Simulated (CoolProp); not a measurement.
Saturated liquid density (kg/m³) of chloromethane (R40): the reference equation beside estimates from Tc = 145.5 °C, pc = 6929 kPa, ω = 0.150. Rackett uses Z = 0.29056 − 0.08775 ω.

Values from CoolProp's reference Helmholtz-energy equation of state, Thol 2014.

```json
[
 {"T (°C)": "-0.25", "reference": "960.8", "Rackett": "935.5", "van der Waals": "596.7", "Redlich-Kwong": "872.3", "Soave-Redlich-Kwong": "886.9", "Peng-Robinson": "1003"},
 {"T (°C)": "4.25", "reference": "952.3", "Rackett": "927.6", "van der Waals": "591.7", "Redlich-Kwong": "863.6", "Soave-Redlich-Kwong": "878.7", "Peng-Robinson": "994.1"},
 {"T (°C)": "8.75", "reference": "…", "Rackett": "919.6", "van der Waals": "586.7", "Redlich-Kwong": "854.7", "Soave-Redlich-Kwong": "870.3", "Peng-Robinson": "984.8"},
 {"T (°C)": "13.25", "reference": "935.1", "Rackett": "911.5", "van der Waals": "581.5", "Redlich-Kwong": "845.5", "Soave-Redlich-Kwong": "861.6", "Peng-Robinson": "975.3"},
 {"T (°C)": "17.85", "reference": "926.1", "Rackett": "903.1", "van der Waals": "576.1", "Redlich-Kwong": "836.0", "Soave-Redlich-Kwong": "…", "Peng-Robinson": "965.3"},
 {"T (°C)": "22.35", "reference": "917.1", "Rackett": "894.7", "van der Waals": "570.7", "Redlich-Kwong": "826.4", "Soave-Redlich-Kwong": "843.4", "Peng-Robinson": "955.3"},
 {"T (°C)": "26.85", "reference": "908.0", "Rackett": "886.2", "van der Waals": "565.2", "Redlich-Kwong": "816.7", "Soave-Redlich-Kwong": "834.0", "Peng-Robinson": "944.9"},
 {"T (°C)": "31.35", "reference": "898.7", "Rackett": "877.5", "van der Waals": "559.6", "Redlich-Kwong": "806.7", "Soave-Redlich-Kwong": "824.4", "Peng-Robinson": "934.3"},
 {"T (°C)": "35.85", "reference": "889.3", "Rackett": "868.7", "van der Waals": "553.9", "Redlich-Kwong": "796.4", "Soave-Redlich-Kwong": "814.5", "Peng-Robinson": "923.3"},
 {"T (°C)": "40.35", "reference": "879.6", "Rackett": "859.7", "van der Waals": "548.0", "Redlich-Kwong": "785.9", "Soave-Redlich-Kwong": "…", "Peng-Robinson": "911.9"},
 {"T (°C)": "44.85", "reference": "869.8", "Rackett": "850.5", "van der Waals": "542.0", "Redlich-Kwong": "775.1", "Soave-Redlich-Kwong": "793.8", "Peng-Robinson": "900.2"},
 {"T (°C)": "49.35", "reference": "859.7", "Rackett": "841.2", "van der Waals": "535.8", "Redlich-Kwong": "764.1", "Soave-Redlich-Kwong": "783.0", "Peng-Robinson": "888.1"},
 {"T (°C)": "53.85", "reference": "849.5", "Rackett": "831.6", "van der Waals": "529.5", "Redlich-Kwong": "752.7", "Soave-Redlich-Kwong": "771.8", "Peng-Robinson": "875.6"}
]
```

Task: Fill in the missing entries.

Result: 
- 8.75, reference: 943.8
- 17.85, Soave-Redlich-Kwong: 852.5
- 40.35, Soave-Redlich-Kwong: 804.3

Absolute difference from the reference over all 13 rows, mean and median: Rackett 2.4 and 2.4 %, van der Waals 37.8 and 37.8 %, Redlich-Kwong 10.2 and 10.1 %, Soave-Redlich-Kwong 8.2 and 8.1 %, Peng-Robinson 3.9 and 4.1 %.
